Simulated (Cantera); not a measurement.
# AlCl3 + N2O + N2 (aluminium nitride and oxide growth)

Feed: 1 mol AlCl3, 0.75 mol N2O, a varied amount of N2, held at 775 °C and 1.00 bar.

These are equilibrium values from Cantera (NASA tables, ideal gas, pure condensed phases), not measurements of a reactor. Candidate condensed phases: Al, AlCl3, AlN, Al2O3; 24 gas species. Kinetics and transport are ignored.

| n(N2) (mol) | log p N2 | log p Cl2 | log p AlCl3 | log p Al2Cl6 | log p Cl | n Al2O3(s) |
|---|---|---|---|---|---|---|
| 3.2 | -0.12 | -0.84 | -1.02 | -3.32 | -3.53 | 0.250 |
| 8.8 | -0.05 | -1.16 | -1.34 | -3.95 | -3.69 | 0.250 |
| 14 | -0.04 | -1.33 | -1.51 | -4.29 | -3.78 | 0.250 |
| 20 | -0.03 | -1.47 | -1.64 | -4.57 | -3.85 | 0.250 |
| 26 | -0.02 | -1.57 | -1.75 | -4.77 | -3.90 | 0.250 |
| 31 | -0.02 | -1.64 | -1.82 | -4.92 | -3.94 | 0.250 |
| 37 | -0.01 | -1.72 | -1.89 | -5.06 | -3.97 | 0.250 |
| 43 | -0.01 | -1.78 | -1.95 | -5.19 | -4.00 | 0.250 |
| 48 | -0.01 | -1.83 | -2.00 | -5.28 | -4.03 | 0.250 |
| 54 | -0.01 | -1.87 | -2.05 | -5.38 | -4.05 | 0.250 |
log p: log10 of the partial pressure in bar; n: condensed amount in mol.

From 3.2 mol N2 to 54 mol N2 the condensed part is Al2O3(s). The main Al-bearing gas is AlCl3 throughout.
